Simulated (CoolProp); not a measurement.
Properties of decamethyltetrasiloxane (MD2M) along the isotherm 600 K.

Model: reference Helmholtz-energy equation of state, Thol 2017, in CoolProp.

```json
[
 {"p (bar)": "0.362", "phase": "gas", "cp (kJ/(kg K))": "2.036", "cv (kJ/(kg K))": "2.008", "isothermal compressibility (1/MPa)": "27.91", "fugacity coefficient": "0.9899"},
 {"p (bar)": "0.823", "phase": "gas", "cp (kJ/(kg K))": "2.039", "cv (kJ/(kg K))": "2.009", "isothermal compressibility (1/MPa)": "12.45", "fugacity coefficient": "0.9771"},
 {"p (bar)": "1.87", "phase": "gas", "cp (kJ/(kg K))": "2.047", "cv (kJ/(kg K))": "2.011", "isothermal compressibility (1/MPa)": "5.665", "fugacity coefficient": "0.9482"},
 {"p (bar)": "4.26", "phase": "gas", "cp (kJ/(kg K))": "[?]", "cv (kJ/(kg K))": "2.017", "isothermal compressibility (1/MPa)": "2.743", "fugacity coefficient": "0.8831"},
 {"p (bar)": "9.71", "phase": "gas", "cp (kJ/(kg K))": "[?]", "cv (kJ/(kg K))": "2.053", "isothermal compressibility (1/MPa)": "2.262", "fugacity coefficient": "0.7325"},
 {"p (bar)": "22.1", "phase": "supercritical", "cp (kJ/(kg K))": "2.445", "cv (kJ/(kg K))": "2.071", "isothermal compressibility (1/MPa)": "[?]", "fugacity coefficient": "0.4085"},
 {"p (bar)": "50.3", "phase": "supercritical", "cp (kJ/(kg K))": "2.303", "cv (kJ/(kg K))": "2.053", "isothermal compressibility (1/MPa)": "0.02561", "fugacity coefficient": "0.2527"},
 {"p (bar)": "114", "phase": "supercritical", "cp (kJ/(kg K))": "2.249", "cv (kJ/(kg K))": "2.046", "isothermal compressibility (1/MPa)": "0.01072", "fugacity coefficient": "0.2232"}
]
```

Fill in the missing entries.


- 4.26, cp (kJ/(kg K)): 2.073
- 9.71, cp (kJ/(kg K)): 2.405
- 22.1, isothermal compressibility (1/MPa): 0.08139
